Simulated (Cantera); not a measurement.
Source: NASA polynomial tables (part measured, part estimated), evaluated in Cantera. Values are per mole of reaction as written; species without (g) are pure solids or liquids, kept so even where they would boil at 1 bar.

Q: Between 1848 and 2248 K, where is each reaction favourable under standard conditions?
- 2 Al(g) + O(g) ⇌ Al₂O(g)
- 2 Al(g) + 3 Br₂(g) ⇌ 2 AlBr₃(g)

A: 
- 2 Al(g) + O(g) ⇌ Al₂O(g): ΔG° is -604 kJ at 1848 K and -505 kJ at 2248 K; it stays negative (K > 1). ΔH° is -1058 kJ and ΔS° -246 J/K at 2248 K.
- 2 Al(g) + 3 Br₂(g) ⇌ 2 AlBr₃(g): ΔG° is -908 kJ at 1848 K and -767 kJ at 2248 K; it stays negative (K > 1). ΔH° is -1558 kJ and ΔS° -352 J/K at 2248 K.
